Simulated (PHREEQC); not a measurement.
PHREEQC input (ion-association model, wateq4f.dat):

```
SOLUTION 1
  temp 20
  units mmol/kgw
  pH 7 charge
  F 1.556
  Cs 0.056
SOLUTION 2
  temp 20
  units mmol/kgw
  pH 7 charge
  F 2.44
  K 0.24
  Si 0.018
END
SELECTED_OUTPUT 1
  -reset false
  -pH true
  -pe true
  -ionic_strength true
  -water true
  -totals Cs F K Si
  -molalities H+ Cs+ F- K+ H4SiO4 H3SiO4- H2SiO4-2 O2 OH- SiF6-2
    HF HF2- H2F2
  -equilibrium_phases SiO2(a)
PRINT
  -reset false
MIX 1
  1 1
  2 0
EQUILIBRIUM_PHASES 1
  SiO2(a) 0 0
  O2(g) -0.68 10
END
# ... the last block is repeated for the other 20 points of share of solution B
```

Selected output (columns that matter, 17 of 21 rows; share of solution B added in front):

```
share of solution B	pH	mu	Cs	F	K	Si	m_H+	m_Cs+	m_F-	m_K+	m_H4SiO4	m_OH-	m_SiF6-2	m_HF
0	3.1445	0.000795	5.6e-05	0.001556	0	0	0.00073901	5.6e-05	0.0007928	0	0	9.7753e-12	0	0.00075524
0.05	3.1395	0.00081309	5.32e-05	0.0016002	1.2e-05	9e-07	0.00074776	5.32e-05	0.00081036	1.2e-05	7.6448e-07	9.6673e-12	1.3552e-07	0.00078058
0.1	3.1347	0.00083106	5.04e-05	0.0016444	2.4e-05	1.8e-06	0.00075635	5.04e-05	0.00082767	2.4e-05	1.4873e-06	9.5636e-12	3.1271e-07	0.0008059
0.2	3.1255	0.00086671	4.48e-05	0.0017328	4.8e-05	3.6e-06	0.0007731	4.48e-05	0.00086156	4.8e-05	2.7888e-06	9.3684e-12	8.112e-07	0.00085637
0.25	3.121	0.0008844	4.2e-05	0.001777	6e-05	4.5e-06	0.00078126	4.2e-05	0.00087813	6e-05	3.3596e-06	9.2763e-12	1.1404e-06	0.00088149
0.3	3.1167	0.000902	3.92e-05	0.0018212	7.2e-05	5.4e-06	0.00078927	3.92e-05	0.00089443	7.2e-05	3.8734e-06	9.1877e-12	1.5266e-06	0.00090652
0.4	3.1085	0.00093697	3.36e-05	0.0019096	9.6e-05	7.2e-06	0.0008049	3.36e-05	0.00092629	9.6e-05	4.7244e-06	9.02e-12	2.4756e-06	0.00095624
0.45	3.1045	0.00095436	3.08e-05	0.0019538	0.000108	8.1e-06	0.00081252	3.08e-05	0.00094184	0.000108	5.0616e-06	8.9406e-12	3.0384e-06	0.00098093
0.5	3.1006	0.00097168	2.8e-05	0.001998	0.00012	9e-06	0.00082002	2.8e-05	0.00095716	0.00012	5.3417e-06	8.864e-12	3.6583e-06	0.0010055
0.55	3.0968	0.00098894	2.52e-05	0.0020422	0.000132	9.9e-06	0.00082741	2.52e-05	0.00097225	0.000132	5.5668e-06	8.7898e-12	4.3332e-06	0.00103
0.6	3.0932	0.0010061	2.24e-05	0.0020864	0.000144	1.08e-05	0.00083468	2.24e-05	0.00098713	0.000144	5.7399e-06	8.7181e-12	5.0601e-06	0.0010543
0.7	3.086	0.0010404	1.68e-05	0.0021748	0.000168	1.26e-05	0.00084892	1.68e-05	0.0010163	0.000168	5.9446e-06	8.5813e-12	6.6554e-06	0.0011028
0.75	3.0826	0.0010574	1.4e-05	0.002219	0.00018	1.35e-05	0.00085589	1.4e-05	0.0010306	0.00018	5.9841e-06	8.5159e-12	7.5159e-06	0.0011269
0.8	3.0792	0.0010744	1.12e-05	0.0022632	0.000192	1.44e-05	0.00086278	1.12e-05	0.0010447	0.000192	5.9872e-06	8.4525e-12	8.4128e-06	0.0011509
0.9	3.0727	0.0011082	5.6e-06	0.0023516	0.000216	1.62e-05	0.0008763	5.6e-06	0.0010726	0.000216	5.9007e-06	8.3308e-12	1.0299e-05	0.0011988
0.95	3.0695	0.001125	2.8e-06	0.0023958	0.000228	1.71e-05	0.00088295	2.8e-06	0.0010863	0.000228	5.819e-06	8.2723e-12	1.1281e-05	0.0012227
1	3.0664	0.0011418	0	0.00244	0.00024	1.8e-05	0.00088952	0	0.0010999	0.00024	5.7168e-06	8.2154e-12	1.2283e-05	0.0012466
```

Species that the database lacks are ignored. SiF6-2 is the database's only silicon fluoride.
